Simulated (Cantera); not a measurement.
What does this Cantera script print?

```python
import numpy as np
import cantera as ct

gas_names = """
    Cu CuO Cu2 H HNO HNO2 HNO3 HO2 H2 H2O H2O2 N NH NH2 NH3 NH2OH NO NO2 NO3 N2 N2H2 N2H4 N2O O OH O2 O3
""".split()
cond_names = """
    Cu(cr) Cu(L) CuO(s) CuO2H2(s) Cu2O(s) Cu2O(L) H2O(s) H2O(L)
""".split()


# ... load() reads the species with a 1 bar reference pressure and builds the phases ...
atoms = {
    'CuO': {'Cu': 1, 'O': 1},
    'H2': {'H': 2},
    'N2': {'N': 2},
}
top_T = {'CuO(s)': 1390}  # K; cautious upper limits of use, not melting points


# ... equilibrate(T, P, feed) seeds the gas with the atoms and calls Mixture.equilibrate('TP', solver="vcs", rtol=1e-11, max_steps=5000) ...
results = []
feed = {'CuO': 1, 'H2': 4.3, 'N2': 3.6}  # mol
P = 1000  # Pa
for T in [1548, 1573, 1598, 1623, 1648, 1673, 1698, 1723, 1748, 1773, 1798, 1823]:
    mix = equilibrate(T, P, feed)
    results.append((T, P, feed, dict(zip(mix.species_names, mix.species_moles))))
    x = sorted(zip(gas.X, gas.species_names), reverse=True)
    print(f"T = {T:g} K  P = {P:g} Pa  gas = {mix.phase_moles(0):.4g} mol")
    print("   x: " + "  ".join(f"{s} {v:.3e}" for v, s in x if v > 1e-06))
    print("   condensed (mol): " + ("  ".join(f"{mix.phase(i).name} {mix.phase_moles(i):.4g}"
          for i in range(1, mix.n_phases) if mix.phase_moles(i) > 1e-12) or "none"))
```

Result:

```
T = 1548 K  P = 1000 Pa  gas = 7.915 mol
   x: N2 4.548e-01  H2 4.168e-01  H2O 1.263e-01  Cu 1.799e-03  H 1.988e-04  OH 2.013e-06
   condensed (mol): Cu(L) 0.9857
T = 1573 K  P = 1000 Pa  gas = 7.922 mol
   x: N2 4.544e-01  H2 4.164e-01  H2O 1.262e-01  Cu 2.652e-03  H 2.624e-04  OH 2.872e-06  Cu2 1.626e-06
   condensed (mol): Cu(L) 0.979
T = 1598 K  P = 1000 Pa  gas = 7.932 mol
   x: N2 4.539e-01  H2 4.159e-01  H2O 1.261e-01  Cu 3.860e-03  H 3.433e-04  OH 4.051e-06  Cu2 2.732e-06
   condensed (mol): Cu(L) 0.9693
T = 1623 K  P = 1000 Pa  gas = 7.946 mol
   x: N2 4.531e-01  H2 4.151e-01  H2O 1.258e-01  Cu 5.553e-03  H 4.453e-04  OH 5.653e-06  Cu2 4.513e-06
   condensed (mol): Cu(L) 0.9558
T = 1648 K  P = 1000 Pa  gas = 7.965 mol
   x: N2 4.520e-01  H2 4.140e-01  H2O 1.255e-01  Cu 7.899e-03  H 5.730e-04  OH 7.806e-06  Cu2 7.337e-06
   condensed (mol): Cu(L) 0.937
T = 1673 K  P = 1000 Pa  gas = 7.992 mol
   x: N2 4.505e-01  H2 4.126e-01  H2O 1.251e-01  Cu 1.111e-02  H 7.315e-04  Cu2 1.175e-05  OH 1.067e-05
   condensed (mol): Cu(L) 0.911
T = 1698 K  P = 1000 Pa  gas = 8.028 mol
   x: N2 4.484e-01  H2 4.106e-01  H2O 1.245e-01  Cu 1.547e-02  H 9.266e-04  Cu2 1.854e-05  OH 1.445e-05
   condensed (mol): Cu(L) 0.8755
T = 1723 K  P = 1000 Pa  gas = 8.077 mol
   x: N2 4.457e-01  H2 4.080e-01  H2O 1.238e-01  Cu 2.134e-02  H 1.165e-03  Cu2 2.884e-05  OH 1.937e-05
   condensed (mol): Cu(L) 0.8272
T = 1748 K  P = 1000 Pa  gas = 8.144 mol
   x: N2 4.421e-01  H2 4.045e-01  H2O 1.228e-01  Cu 2.914e-02  H 1.453e-03  Cu2 4.429e-05  OH 2.573e-05
   condensed (mol): Cu(L) 0.762
T = 1773 K  P = 1000 Pa  gas = 8.233 mol
   x: N2 4.373e-01  H2 4.000e-01  H2O 1.214e-01  Cu 3.943e-02  H 1.799e-03  Cu2 6.715e-05  OH 3.386e-05
   condensed (mol): Cu(L) 0.6742
T = 1798 K  P = 1000 Pa  gas = 8.352 mol
   x: N2 4.310e-01  H2 3.940e-01  H2O 1.197e-01  Cu 5.291e-02  H 2.210e-03  Cu2 1.006e-04  OH 4.413e-05  NO 1.070e-06
   condensed (mol): Cu(L) 0.5564
T = 1823 K  P = 1000 Pa  gas = 8.512 mol
   x: N2 4.229e-01  H2 3.864e-01  H2O 1.174e-01  Cu 7.040e-02  H 2.693e-03  Cu2 1.489e-04  OH 5.696e-05  NO 1.452e-06
   condensed (mol): Cu(L) 0.3982
```

Method: chemical equilibrium by Gibbs-energy minimisation in Cantera with the NASA 1993 tables (ideal gas, pure condensed phases).
